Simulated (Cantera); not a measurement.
A closed system holds: 1 mol Si3H8, 0.78 mol Cl2, 66 mol N2, at 1225 °C and 1.00 Torr.

These are equilibrium values from Cantera (NASA tables, ideal gas, pure condensed phases), not measurements of a reactor. Candidate condensed phases: NH4Cl, Si, Si3N4; 28 gas species. The feed counts by its element totals alone. N2 is the only nitrogen source here; it is nearly inert below about 1500 K, so the nitride shown seldom forms there in practice. The tables' values for SiCl3 are old estimates; treat these amounts as uncertain. Rates play no part.

Base state: N2 0.931, H2 0.0491, HCl 0.0179, SiCl2 0.00232, H 0.000104, Cl 3.07e-5, SiCl3 1.73e-5 (mole fractions); condensed: Si3N4(s).

Question: What changes in the equilibrium state with this change: pressure from 1.00 Torr to 75.0 Torr?

Answer: 
```tsv
species	before	after
N2	0.931	0.931
H2	0.0491	0.0470
HCl	0.0179	0.0222
SiCl2	0.00232	0.000209
H	0.000104	1.18e-5
Cl	3.07e-5	4.49e-6
SiCl3	1.73e-5	1.70e-5
Si3N4(s), mol	0.946	0.995
```

Question: What changes in the equilibrium state with this change: N2 from 66 to 5.8 mol?

Answer: 
```json
[
 {"species": "N2", "before": "0.931", "after": "0.452"},
 {"species": "H2", "before": "0.0491", "after": "0.394"},
 {"species": "HCl", "before": "0.0179", "after": "0.129"},
 {"species": "SiCl2", "before": "0.00232", "after": "0.0242"},
 {"species": "SiCl4", "before": "4.11e-7", "after": "2.76e-5"},
 {"species": "SiCl3", "before": "1.73e-5", "after": "0.000457"},
 {"species": "H", "before": "0.000104", "after": "0.000296"},
 {"species": "Cl", "before": "3.07e-5", "after": "7.80e-5"},
 {"species": "Si3N4(s), mol", "before": "0.946", "after": "0.928"}
]
```
